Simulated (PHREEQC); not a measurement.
## Brine: an equilibrium model

Consider water at 25 °C with 0.042 mol NaBr and 0.042 mol MnCl2 per kg of water. It is in equilibrium with CO2 at log p = -1 (atm). Otherwise closed; pH follows from the charge balance.

Equilibrium calculation in PHREEQC: ion-association model, phreeqc.dat.

Precipitation was switched off in this run.

Q: Estimate the pH.

A: pH 4.23.

Q: In which forms is C present?

A: CO2 98 %, MnHCO3+ 1.2 %, HCO3- 1.0 % of the C.

Complexes and solids missing from the database can't appear.
